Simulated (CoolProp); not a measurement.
A simple Rankine cycle with vinyl chloride: condensing at 308.15 K, boiler at 2.58 MPa, turbine inlet 419.1 K, turbine efficiency 0.8, pump efficiency 0.6, no recuperator. Each further row changes one setting.

Values from CoolProp's reference Helmholtz-energy equation of state, Thol 2022.

```
case                             thermal efficiency (%)  net work (kJ/kg)  heat in (kJ/kg)  turbine exit temperature (K)  volume ratio over the turbine
-------------------------------  ----------------------  ----------------  ---------------  ----------------------------  -----------------------------
as stated                                             …                 …              396                             …                           4.55
condensing temperature 300.15 K                    14.2                 …              408                         330.7                              …
boiler pressure 1.81 MPa                           10.6              43.5              409                         360.6                           3.18
turbine efficiency 0.7                             11.2                 …              396                             …                              …
```

Task: Some entries are withheld; supply them.

Result: 
- as stated, thermal efficiency (%): 12.9
- as stated, net work (kJ/kg): 51.0
- as stated, turbine exit temperature (K): 340.1
- condensing temperature 300.15 K, net work (kJ/kg): 58.1
- condensing temperature 300.15 K, volume ratio over the turbine: 5.62
- turbine efficiency 0.7, net work (kJ/kg): 44.2
- turbine efficiency 0.7, turbine exit temperature (K): 346.9
- turbine efficiency 0.7, volume ratio over the turbine: 4.66
